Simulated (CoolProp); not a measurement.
A single-stage vapour-compression cycle with propylene: evaporating at 208.15 K (dew point), condensing at 256.15 K (bubble point), superheat 8 K, subcooling 0 K, compressor efficiency 0.9, no pressure losses. Each further row changes one setting.

Values from CoolProp's reference Helmholtz-energy equation of state, Lemmon 2013.

```json
[
 {"case": "as stated", "cooling COP": "3.22", "pressure ratio": "7.96", "discharge temperature (K)": "301.6", "refrigerating effect (kJ/kg)": "361", "volumetric capacity (kJ/m³)": "366"},
 {"case": "evaporating temperature 213.15 K", "cooling COP": "3.75", "pressure ratio": "6.10", "discharge temperature (K)": "296.0", "refrigerating effect (kJ/kg)": "366", "volumetric capacity (kJ/m³)": "476"},
 {"case": "condensing temperature 251.15 K", "cooling COP": "3.67", "pressure ratio": "6.68", "discharge temperature (K)": "293.9", "refrigerating effect (kJ/kg)": "372", "volumetric capacity (kJ/m³)": "378"},
 {"case": "subcooling 5 K", "cooling COP": "3.32", "pressure ratio": "7.96", "discharge temperature (K)": "301.6", "refrigerating effect (kJ/kg)": "372", "volumetric capacity (kJ/m³)": "378"},
 {"case": "superheat 18 K", "cooling COP": "3.19", "pressure ratio": "7.96", "discharge temperature (K)": "312.6", "refrigerating effect (kJ/kg)": "374", "volumetric capacity (kJ/m³)": "362"},
 {"case": "compressor efficiency 0.8", "cooling COP": "2.86", "pressure ratio": "7.96", "discharge temperature (K)": "310.2", "refrigerating effect (kJ/kg)": "361", "volumetric capacity (kJ/m³)": "366"}
]
```
